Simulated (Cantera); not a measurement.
Adiabatic ignition

An adiabatic, constant-pressure homogeneous reactor starts with 15.8 % CO, 0.536 % H2, 2.36 % CH4, 16.1 % O2, 60.5 % N2, 4.73 % CO2, equivalence ratio 0.80, at 1275 K and 500000 Pa.

Computed with Cantera and GRI-Mech 3.0 (53 species, 325 reactions).

```csv
t (s),T (K),x CO,x H2,x CH4,x O2,x NO,x N2O,x CH2CO
3.00e-6,1275,0.158,0.00536,0.0236,0.161,<1e-12,<1e-12,<1e-12
1.07e-5,1275,0.158,0.00536,0.0236,0.161,<1e-12,1.52e-12,7.91e-12
3.82e-5,1275,0.158,0.00536,0.0236,0.161,<1e-12,1.11e-11,2.04e-10
0.000136,1277,0.158,0.00534,0.0234,0.161,<1e-12,4.00e-10,5.36e-8
0.000486,2636,0.0343,0.00126,<1e-12,0.0483,0.000857,1.26e-6,<1e-12
0.00173,2638,0.0329,0.00121,<1e-12,0.0451,0.00624,1.26e-6,<1e-12
0.00618,2631,0.0327,0.00121,<1e-12,0.0427,0.0112,1.30e-6,<1e-12
0.0220,2630,0.0327,0.00121,<1e-12,0.0425,0.0116,1.30e-6,<1e-12
0.0786,2630,0.0327,0.00121,<1e-12,0.0425,0.0116,1.30e-6,<1e-12
0.280,2630,0.0327,0.00121,<1e-12,0.0425,0.0116,1.30e-6,<1e-12
1.00,2630,0.0327,0.00121,<1e-12,0.0425,0.0116,1.30e-6,<1e-12
```
x: mole fraction; the columns are a selection and need not sum to one.

The time of steepest temperature rise is 0.325 ms, the temperature at 1.00 s comes out as 2630 K and the equilibrium temperature is 2630 K. The x(CO) at 1.00 s comes out as 0.0327 (gas-phase equilibrium 0.0327) and the x(H2) at 1.00 s is 0.00121 (gas-phase equilibrium 0.00121). The x(CH4) at 1.00 s is <1e-12 (gas-phase equilibrium <1e-12).
